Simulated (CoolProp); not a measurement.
Computed with CoolProp (reference Helmholtz-energy equation of state, Fiedler 2023).

**Question.** Give the vapour pressure (MPa), vapour density (kg/m³), liquid cp (kJ/(kg K)) of saturated tetrahydrofuran at 144.85, 170.85 °C.

**Answer.** 
```json
[
 {"T (°C)": "144.85", "p (MPa)": "0.761", "vapour density (kg/m³)": "18.0", "liquid cp (kJ/(kg K))": "2.25"},
 {"T (°C)": "170.85", "p (MPa)": "1.25", "vapour density (kg/m³)": "29.6", "liquid cp (kJ/(kg K))": "2.41"}
]
```
